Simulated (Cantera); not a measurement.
Input: 1 mol SiH₂Cl₂, 4.8 mol N₂, held at 170 Pa.

Method: chemical equilibrium by Gibbs-energy minimisation in Cantera with the NASA 1993 tables (ideal gas, pure condensed phases). Candidate condensed phases: NH₄Cl, Si, Si₃N₄; 28 gas species. N₂ is the only nitrogen source here; it is nearly inert below about 1500 K, so the nitride shown seldom forms there in practice. Kinetics and transport are ignored.

### Question
What share of the Si ends up in condensed phases as a function of T (°C), at 1027, 1102, 1177, 1252, 1327, 1402, 1477, 1552, 1627, 1702?

### Answer
```tsv
T (°C)	Si condensed (%)	as
1027	78.6	Si₃N₄(s)
1102	68.4	Si₃N₄(s)
1177	54.6	Si₃N₄(s)
1252	41.3	Si₃N₄(s)
1327	30.2	Si₃N₄(s)
1402	21.6	Si₃N₄(s)
1477	20.9	Si(l)
1552	20.3	Si(l)
1627	17.3	Si(l)
1702	8.9	Si(l)
```
